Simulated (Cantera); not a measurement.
A Cantera script and what it prints.

```python
import numpy as np
import cantera as ct

gas_names = """
    N NO NO2 NO3 N2 N2O O O2 O3 Zr ZrN ZrO ZrO2
""".split()
cond_names = """
    Zr(a) Zr(b) Zr(L) ZrN(s) ZrN(L) ZrO2(a) ZrO2(b) ZrO2(L)
""".split()


def load(file, names, dense=False):
    # The tables refer to 1 bar. Condensed volumes are neglected.
    table = {s.name: s for s in ct.Species.list_from_file(file)}
    out = []
    for n in names:
        d = dict(table[n].input_data)
        d["thermo"] = dict(d["thermo"], **{"reference-pressure": 1e5})
        if dense:
            d["equation-of-state"] = {"model": "constant-volume", "density": "1e6 g/cm^3"}
        out.append(ct.Species.from_dict(d))
    return out


gas = ct.Solution(thermo="ideal-gas", species=load("nasa_gas.yaml", gas_names))
cond = {s.name: ct.Solution(thermo="fixed-stoichiometry", species=[s], name=s.name)
        for s in load("nasa_condensed.yaml", cond_names, dense=True)}
atoms = {
    'Zr': {'Zr': 1},
    'O2': {'O': 2},
    'N2': {'N': 2},
}
top_T = {}  # K; cautious upper limits of use, not melting points


def equilibrate(T, P, feed):
    n = {}
    for name, mol in feed.items():
        for a, k in atoms[name].items():
            n[a] = n.get(a, 0.0) + k * mol
    gas.TPX = T, P, n
    mass = sum(n.values()) * gas.mean_molecular_weight
    gas.equilibrate("TP")
    valid = [c for c in cond.values() if c.min_temp <= T <= top_T.get(c.name, c.max_temp)]
    mix = ct.Mixture([(gas, mass / gas.mean_molecular_weight)] + [(c, 0.0) for c in valid])
    mix.T, mix.P = T, P
    mix.equilibrate("TP", solver="vcs", rtol=1e-11, max_steps=5000)
    return mix


results = []
feed = {'Zr': 1, 'O2': 0.13, 'N2': 1.2}  # mol
T = 2373  # K
P = 0.14  # Pa
mix = equilibrate(T, P, feed)
results.append((T, P, feed, dict(zip(mix.species_names, mix.species_moles))))
x = sorted(zip(gas.X, gas.species_names), reverse=True)
print(f"T = {T:g} K  P = {P:g} Pa  gas = {mix.phase_moles(0):.4g} mol")
print("   x: " + "  ".join(f"{s} {v:.3e}" for v, s in x if v > 1e-06))
print("   condensed (mol): " + ("  ".join(f"{mix.phase(i).name} {mix.phase_moles(i):.4g}"
      for i in range(1, mix.n_phases) if mix.phase_moles(i) > 1e-12) or "none"))
```

Result:

```
T = 2373 K  P = 0.14 Pa  gas = 1.929 mol
   x: N2 5.752e-01  Zr 2.900e-01  ZrO 1.347e-01  N 5.428e-05  ZrO2 7.930e-06  O 5.446e-06
   condensed (mol): ZrN(s) 0.1805
```

Equilibrium computed with Cantera from the NASA thermochemical tables; the gas is ideal and each condensed phase is pure. ZrN: taken at fixed stoichiometry.
